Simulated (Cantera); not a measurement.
Feed: 1 mol Ta(OEt)₅, 0.91 mol CH₄, 0.27 mol H₂O, equilibrated at 40.0 mbar.

Cantera equilibrium calculation (NASA polynomials, part measured and part estimated; ideal gas, pure solids and liquids). Candidate condensed phases: C, C₆H₆, C₇H₈, C₈H₁₈, H₂O, Ta, TaC, Ta₂O₅; 113 gas species. The feed counts by its element totals alone. TaC: taken at fixed stoichiometry. Condensed phases not in the tables: Ta₂C. Kinetics and transport are ignored. All values below are at 2025 K.

Base state: H₂ 0.727, CO 0.264, H 0.00820, C₂H₂ (acetylene) 0.000658 (mole fractions); condensed: C(graphite) + TaC(s).

### Question
What changes in the equilibrium state with this change: pressure from 40.0 mbar to 25.0 mbar?

### Answer
```csv
species,before,after
H₂,0.727,0.725
CO,0.264,0.264
H,0.00820,0.0104
C₂H₂ (acetylene),0.000658,0.000656
"C(graphite), mol",4.61,4.61
"TaC(s), mol",1.00,1.00
```
